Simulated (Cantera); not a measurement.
Input: 1 mol SiC, 4.2 mol CO2, 8.8 mol H2, held at 998 K and 1 atm.

Equilibrium computed with Cantera from the NASA thermochemical tables; the gas is ideal and each condensed phase is pure. Candidate condensed phases: C, C6H6, C7H8, C8H18, H2O, Si, SiC, SiO2; 123 gas species. Rates play no part.

Base state: H2 0.541, CO 0.305, H2O 0.0684, CO2 0.0559, CH4 0.0290 (mole fractions); condensed: C(graphite) + SiO2(β-quartz).

**Question.** What changes in the equilibrium state with this change: H2 from 8.8 to 3.1 mol?

**Answer.** 
| species | before | after |
|---|---|---|
| CO | 0.305 | 0.478 |
| H2 | 0.541 | 0.313 |
| CO2 | 0.0559 | 0.137 |
| CH4 | 0.0290 | 0.00969 |
| H2O | 0.0684 | 0.0620 |
| C(graphite), mol | 0.0563 | 0.288 |
| SiO2(β-quartz), mol | 1.00 | 1.00 |
